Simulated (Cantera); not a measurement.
## Adiabatic ignition

An adiabatic, constant-volume homogeneous reactor starts with 10.1 % CH₄, 0.788 % CO, 18.7 % O₂, 70.4 % N₂, at 1198 K and 7.50 atm.

Model: GRI-Mech 3.0 (53 species, 325 reactions), integrated in Cantera. Above 3000 K some thermodynamic fits are extrapolated.

```tsv
t (s)	T (K)	P (bar)	x CH₄	x CO	x O₂	x CH₃	x H₂	x C₂H
1.00e-6	1198	7.60	0.101	0.00788	0.187	7.37e-9	2.02e-11	<1e-12
3.72e-6	1198	7.60	0.101	0.00788	0.187	2.83e-8	1.06e-10	<1e-12
1.38e-5	1198	7.60	0.101	0.00788	0.187	1.12e-7	7.78e-10	<1e-12
5.14e-5	1198	7.60	0.101	0.00788	0.187	5.10e-7	1.00e-8	<1e-12
0.000191	1198	7.60	0.101	0.00788	0.187	2.89e-6	2.29e-7	<1e-12
0.000711	1198	7.60	0.101	0.00788	0.187	6.19e-6	3.49e-6	<1e-12
0.00265	1201	7.62	0.101	0.00790	0.187	9.84e-6	3.70e-5	<1e-12
0.00984	3001	19.8	<1e-12	0.0483	0.00770	1.82e-12	0.0192	<1e-12
0.0366	3001	19.8	<1e-12	0.0483	0.00770	1.82e-12	0.0192	<1e-12
0.136	3001	19.8	<1e-12	0.0483	0.00770	1.82e-12	0.0192	<1e-12
0.506	3001	19.8	<1e-12	0.0483	0.00770	1.82e-12	0.0192	<1e-12
1.88	3001	19.8	<1e-12	0.0483	0.00770	1.82e-12	0.0192	<1e-12
7.00	3001	19.8	<1e-12	0.0483	0.00770	1.82e-12	0.0192	<1e-12
```
x: mole fraction; the columns are a selection and need not sum to one.

- time of steepest temperature rise: 7.31 ms
- temperature at 7.00 s: 3001 K
- equilibrium temperature: 3001 K
- x(CH₄) at 7.00 s: <1e-12 (gas-phase equilibrium <1e-12)
- x(CO) at 7.00 s: 0.0483 (gas-phase equilibrium 0.0483)
- x(O₂) at 7.00 s: 0.00770 (gas-phase equilibrium 0.00770)
